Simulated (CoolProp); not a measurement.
Vapour-liquid equilibrium of cyclohexane (1) + toluene (2) at 0.35 MPa; x and y are mole fractions of (1).

The numbers come from the multi-fluid Helmholtz-energy mixture model, Zhou 2014 and Lemmon 2006; pair parameters Bell 2016 in CoolProp.

```json
[
 {"x": "0.05", "bubble temperature, mixture model (K)": "431.0", "bubble temperature, Raoult's law (K)": "431.8", "y, mixture model": "0.103", "y, Raoult's law": "0.094"},
 {"x": "0.15", "bubble temperature, mixture model (K)": "[?]", "bubble temperature, Raoult's law (K)": "427.7", "y, mixture model": "0.275", "y, Raoult's law": "0.259"},
 {"x": "0.25", "bubble temperature, mixture model (K)": "421.3", "bubble temperature, Raoult's law (K)": "423.8", "y, mixture model": "0.412", "y, Raoult's law": "0.401"},
 {"x": "0.35", "bubble temperature, mixture model (K)": "417.4", "bubble temperature, Raoult's law (K)": "420.2", "y, mixture model": "0.524", "y, Raoult's law": "0.522"},
 {"x": "0.45", "bubble temperature, mixture model (K)": "414.1", "bubble temperature, Raoult's law (K)": "416.9", "y, mixture model": "0.618", "y, Raoult's law": "0.626"},
 {"x": "0.55", "bubble temperature, mixture model (K)": "[?]", "bubble temperature, Raoult's law (K)": "413.7", "y, mixture model": "0.699", "y, Raoult's law": "0.716"},
 {"x": "0.65", "bubble temperature, mixture model (K)": "408.7", "bubble temperature, Raoult's law (K)": "410.7", "y, mixture model": "0.772", "y, Raoult's law": "0.794"},
 {"x": "0.75", "bubble temperature, mixture model (K)": "[?]", "bubble temperature, Raoult's law (K)": "407.9", "y, mixture model": "0.840", "y, Raoult's law": "0.863"},
 {"x": "0.85", "bubble temperature, mixture model (K)": "404.4", "bubble temperature, Raoult's law (K)": "405.3", "y, mixture model": "0.904", "y, Raoult's law": "0.923"},
 {"x": "0.95", "bubble temperature, mixture model (K)": "[?]", "bubble temperature, Raoult's law (K)": "402.8", "y, mixture model": "0.968", "y, Raoult's law": "0.976"}
]
```

**Question.** What belongs in the gaps?

**Answer.** 
- 0.15, bubble temperature, mixture model (K): 425.8
- 0.55, bubble temperature, mixture model (K): 411.2
- 0.75, bubble temperature, mixture model (K): 406.4
- 0.95, bubble temperature, mixture model (K): 402.5

The largest gap from Raoult's law is -2.8 K in bubble temperature, at x = 0.35. No azeotrope shows between x = 0.05 and 0.95.

The pair parameters rest on a limited set of measurements; away from them the model extrapolates.
